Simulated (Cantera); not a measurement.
A Cantera script and its output.

```python
import numpy as np
import cantera as ct

gas = ct.Solution("gri30.yaml")
gas.TPX = 900, 12000, {'H2': 1.2, 'O2': 1, 'N2': 2.2}
reactor = ct.IdealGasConstPressureReactor(gas, energy="off", clone=False)
net = ct.ReactorNet([reactor])
net.rtol, net.atol = 1e-08, 1e-18
show = ['H2', 'O2', 'H2O', 'OH', 'NO', 'N2O', 'H']
times = np.geomspace(5e-06, 90, 9)

steps = ct.SolutionArray(gas, extra=["t"])
rows = []
print(f"{'t/s':>10s}{'T/K':>9s}{'P/Pa':>11s}" + "".join(f"{s:>11s}" for s in show))
for t in times:
    while net.time < t:
        t_next = net.step()
        steps.append(gas.state, t=t_next)
    rows.append([np.interp(t, steps.t, y) for y in (steps.T, steps.P, *steps(*show).X.T)])
    print(f"{t:10.3e}{rows[-1][0]:9.1f}{rows[-1][1]:11.4g}" + "".join(f"{x:11.3e}" for x in rows[-1][2:]))
rate = np.gradient(steps.T, steps.t)
print("integrator steps:", len(steps.t))
if steps.T.max() > steps.T[0] + 200:
    print(f"time of steepest temperature rise: {steps.t[rate.argmax()]:.4e} s")
gas.TPX = 900, 12000, {'H2': 1.2, 'O2': 1, 'N2': 2.2}
gas.equilibrate("TP")
print(f"equilibrium (TP): T = {gas.T:.1f} K  " + "  ".join(f"{s} {gas[s].X[0]:.3e}" for s in show))
```

Output:

```
       t/s      T/K       P/Pa         H2         O2        H2O         OH         NO        N2O          H
 5.000e-06    900.0    1.2e+04  2.727e-01  2.273e-01  1.088e-14  1.440e-14  1.671e-30  6.468e-23  1.268e-12
 4.035e-05    900.0    1.2e+04  2.727e-01  2.273e-01  1.913e-12  2.793e-13  1.088e-27  8.559e-21  1.070e-11
 3.257e-04    900.0    1.2e+04  2.727e-01  2.273e-01  4.660e-10  1.235e-11  3.783e-24  2.672e-18  3.756e-10
 2.628e-03    900.0    1.2e+04  1.286e-01  1.657e-01  1.429e-01  1.790e-03  1.478e-07  7.806e-10  3.052e-02
 2.121e-02    900.0    1.2e+04  7.906e-03  1.088e-01  3.066e-01  8.540e-06  2.911e-07  3.602e-09  7.890e-06
 1.712e-01    900.0    1.2e+04  5.933e-03  1.079e-01  3.089e-01  7.306e-07  1.654e-07  3.901e-09  5.387e-07
 1.382e+00    900.0    1.2e+04  2.071e-03  1.062e-01  3.133e-01  4.883e-07  1.028e-07  4.777e-09  1.327e-07
 1.115e+01    900.0    1.2e+04  7.957e-05  1.053e-01  3.157e-01  1.030e-07  1.795e-08  5.745e-09  1.163e-09
 9.000e+01    900.0    1.2e+04  4.059e-06  1.053e-01  3.158e-01  1.164e-08  6.620e-09  5.815e-09  7.171e-12
integrator steps: 1984
equilibrium (TP): T = 900.0 K  H2 9.046e-12  O2 1.053e-01  H2O 3.158e-01  OH 3.343e-08  NO 5.628e-06  N2O 1.542e-10  H 1.022e-15
```

Detailed kinetics in Cantera: GRI-Mech 3.0 (53 species, 325 reactions). Radical loss at walls, strong at low pressure, is not modelled. Below about 950 K walls govern HO2 and H2O2 in real vessels. The temperature is held fixed by assumption; the heat of reaction is taken as removed at once.
